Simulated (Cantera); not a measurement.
# Pyrogenic steam for wet oxidation

An isothermal, constant-pressure homogeneous reactor starts with H2 : O2 : N2 = 6.5 : 1 : 0.71 (molar parts), at 1150 K and 23000 Pa.

Computed with Cantera and the H2/O2 subset of GRI-Mech 3.0, which has no nitrogen chemistry. The temperature is held fixed by assumption; the heat of reaction is taken as removed at once.

| t (s) | x H2 | x O2 | x H | x OH | x H2O | x O |
|---|---|---|---|---|---|---|
| 0.000700 | 0.585 | 2.92e-6 | 0.0483 | 0.000135 | 0.271 | 1.19e-5 |
| 0.00136 | 0.607 | 5.33e-7 | 0.0216 | 5.89e-5 | 0.274 | 2.23e-6 |
| 0.00265 | 0.616 | 1.19e-7 | 0.0103 | 2.79e-5 | 0.276 | 4.96e-7 |
| 0.00515 | 0.620 | 2.92e-8 | 0.00509 | 1.37e-5 | 0.277 | 1.20e-7 |
| 0.0100 | 0.622 | 7.65e-9 | 0.00256 | 6.90e-6 | 0.277 | 3.02e-8 |
| 0.0195 | 0.623 | 2.12e-9 | 0.00130 | 3.50e-6 | 0.277 | 7.77e-9 |
| 0.0379 | 0.624 | 6.18e-10 | 0.000665 | 1.79e-6 | 0.277 | 2.02e-9 |
| 0.0738 | 0.624 | 1.88e-10 | 0.000341 | 9.16e-7 | 0.277 | 5.31e-10 |
| 0.144 | 0.624 | 5.84e-11 | 0.000175 | 4.70e-7 | 0.277 | 1.40e-10 |
| 0.279 | 0.624 | 1.78e-11 | 8.98e-5 | 2.41e-7 | 0.277 | 3.68e-11 |
| 0.543 | 0.624 | 5.20e-12 | 4.61e-5 | 1.24e-7 | 0.277 | 9.72e-12 |
| 1.06 | 0.624 | 1.44e-12 | 2.37e-5 | 6.37e-8 | 0.277 | 2.57e-12 |
| 2.06 | 0.624 | <1e-12 | 1.22e-5 | 3.27e-8 | 0.277 | <1e-12 |
| 4.00 | 0.624 | <1e-12 | 6.26e-6 | 1.68e-8 | 0.277 | <1e-12 |
x: mole fraction; the columns are a selection and need not sum to one.

Equilibrium at this temperature and pressure: H2 0.624, O2 <1e-12, H 1.24e-7, OH 3.32e-10, H2O 0.277, O <1e-12 (gas phase only).
